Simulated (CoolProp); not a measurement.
Vapour-liquid equilibrium of R22 (1) + methanol (2) at 2.03 bar; x and y are mole fractions of (1).

Model: multi-fluid Helmholtz-energy mixture model, Kamei 1995 and de Reuck 1993; pair parameters Bell 2016, in CoolProp.

```tsv
x	bubble temperature (°C)	y at the bubble point	dew temperature at overall composition x (°C)	liquid density (mol/L)
0.05	50.7	0.722	81.7	23.15
0.2	8.9	0.969	76.9	22.63
0.35	-4.9	0.988	71.4	21.39
0.5	-11.9	0.994	64.7	20.06
0.65	-16.5	0.996	56.0	18.74
0.8	-20.1	0.998	43.4	17.44
0.95	-23.5	0.999	16.8	16.16
```

No azeotrope shows between x = 0.05 and 0.95.

Pair parameters are fitted to limited data, so mixtures are less certain than the pure fluids.
